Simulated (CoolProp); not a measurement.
Dimethyl carbonate along the isotherm 326.85 °C: density (kg/m³) from the reference equation and from simpler models built on Tc = 283.9 °C, pc = 4.909 MPa, ω = 0.346; each cubic takes its own stable root.

Values from CoolProp's reference Helmholtz-energy equation of state, Zhou 2011.

| p (MPa) | phase | reference |
|---|---|---|
| 0.0776 | gas | 1.407 |
| 0.131 | gas | 2.383 |
| 0.221 | gas | 4.040 |
| 0.373 | gas | 6.878 |
| 0.63 | gas | 11.79 |
| 1.06 | gas | 20.36 |
| 1.79 | gas | 36.07 |
| 3.03 | gas | 67.11 |
| 5.11 | supercritical | 141.3 |
| 8.62 | supercritical | 401.3 |
| 14.5 | supercritical | 580.9 |
| 24.5 | supercritical | 674.7 |

Problem. How far does each simpler model (ideal gas, van der Waals, Redlich-Kwong, Soave-Redlich-Kwong, Peng-Robinson) lie from the reference over these 12 states: mean and median of the absolute difference, and the worst?

Solution. 
- ideal gas: mean 19.0 %, median 8.2 %, worst -61.2 % at 326.85 °C and 8.62 MPa
- van der Waals: mean 5.0 %, median 0.6 %, worst -25.2 % at 326.85 °C and 24.5 MPa
- Redlich-Kwong: mean 1.8 %, median 0.2 %, worst -8.7 % at 326.85 °C and 14.5 MPa
- Soave-Redlich-Kwong: mean 3.3 %, median 0.3 %, worst -12.7 % at 326.85 °C and 14.5 MPa
- Peng-Robinson: mean 1.3 %, median 0.5 %, worst -6.0 % at 326.85 °C and 8.62 MPa
